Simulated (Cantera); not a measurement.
Input (Python, Cantera):

```python
import numpy as np
import cantera as ct

gas = ct.Solution("gri30.yaml")
gas.TPX = 450, 13332, {'CO': 1, 'H2': 0.12, 'CH4': 0.033, 'O2': 0.569, 'N2': 1.54, 'H2O': 0.024}
flame = ct.FreeFlame(gas, width=0.16)
flame.set_refine_criteria(ratio=3, slope=0.08, curve=0.16)
flame.transport_model = "mixture-averaged"
flame.solve(loglevel=0, auto=True)
z, T = flame.grid, flame.T
thick = (T[-1] - T[0]) / np.gradient(T, z).max()
show = ['CO', 'H2', 'CH4', 'CH2O', 'C2H6', 'NO2']
print(f"laminar burning velocity  {flame.velocity[0] * 100:.3f} cm/s")
print(f"burnt temperature         {T[-1]:.1f} K")
print(f"thermal thickness         {thick * 1e3:.4f} mm")
print(f"grid points               {len(z)}")
z0 = z[flame.heat_release_rate.argmax()]
print(f"{'z/mm':>9s}{'T/K':>9s}{'u/(m/s)':>9s}" + "".join(f"{s:>11s}" for s in show))
rows = []
for k in (-3, -2, -1.5, -1, -0.5, -0.25, 0, 0.25, 0.5, 1, 2, 4, 8):
    zz = z0 + k * thick
    rows.append([k * thick, np.interp(zz, z, T), np.interp(zz, z, flame.velocity),
                 *(np.interp(zz, z, flame.X[gas.species_index(s)]) for s in show)])
    print(f"{rows[-1][0] * 1e3:9.3f}{rows[-1][1]:9.1f}{rows[-1][2]:9.3f}" + "".join(f"{x:11.3e}" for x in rows[-1][3:]))
```

It prints:

```
laminar burning velocity  184.875 cm/s
burnt temperature         2448.1 K
thermal thickness         5.5835 mm
grid points               185
     z/mm      T/K  u/(m/s)         CO         H2        CH4       CH2O       C2H6        NO2
  -16.751    450.0    1.849  3.043e-01  3.652e-02  1.004e-02  1.523e-13 -3.534e-15  4.431e-16
  -11.167    450.0    1.849  3.043e-01  3.652e-02  1.004e-02  1.576e-13 -3.524e-15  4.431e-16
   -8.375    450.0    1.849  3.043e-01  3.652e-02  1.004e-02  2.759e-13 -3.281e-15  4.432e-16
   -5.584    450.0    1.849  3.043e-01  3.650e-02  1.004e-02  6.242e-11  1.771e-13  4.780e-16
   -2.792    457.7    1.879  3.042e-01  3.609e-02  1.004e-02  7.934e-07  1.345e-08  5.636e-13
   -1.396    632.7    2.590  2.962e-01  3.302e-02  9.710e-03  9.248e-06  4.605e-07  2.939e-12
    0.000   1075.9    4.389  2.677e-01  1.990e-02  2.467e-03  6.457e-05  2.055e-07  1.887e-11
    1.396   1343.6    5.399  2.084e-01  7.419e-03  4.147e-06  2.899e-07  3.806e-13  1.183e-10
    2.792   1478.5    5.843  1.684e-01  7.176e-03  1.654e-09  2.550e-10  2.640e-19  2.367e-10
    5.584   1614.4    6.283  1.467e-01  8.199e-03  5.422e-15  4.830e-11 -2.694e-27  4.423e-10
   11.167   1750.4    6.744  1.463e-01  8.386e-03  2.462e-17  3.168e-11 -8.154e-29  7.992e-10
   22.334   1903.0    7.250  1.448e-01  7.958e-03  6.403e-18  2.639e-11 -1.414e-29  1.437e-09
   44.668   2063.0    7.762  1.389e-01  7.115e-03  2.810e-18  2.560e-11 -2.164e-30  3.469e-09
```

Computed with Cantera and GRI-Mech 3.0 (53 species, 325 reactions). Burning velocities carry a grid error of a few per cent, more on coarse grids.
